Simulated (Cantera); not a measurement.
A closed system holds: 1 mol Fe₂O₃, 0.2 mol SO₃, 6.1 mol N₂, held at 675 °C and 14000 Pa.

Equilibrium computed with Cantera from the NASA thermochemical tables; the gas is ideal and each condensed phase is pure. Candidate condensed phases: Fe, FeO, FeS, FeSO₄, FeS₂, Fe₂O₃, Fe₂(SO₄)₃, Fe₃O₄, S; 19 gas species. Equilibrium is a limit: real reactors are often held back by kinetics, nucleation or transport.

Base state: N₂ 0.955, SO₂ 0.0272, O₂ 0.0136, SO₃ 0.00409 (mole fractions); condensed: Fe₂O₃(s).

Task: What changes in the equilibrium state with this change: temperature from 675 °C to 1250 °C?

Result: 
```tsv
species	before	after
N₂	0.955	0.929
O₂	0.0136	0.0402
SO₂	0.0272	0.0304
SO₃	0.00409	7.59e-5
NO	4.80e-6	0.000650
Fe₂O₃(s), mol	1.00	0
Fe₃O₄(s), mol	0	0.667
```
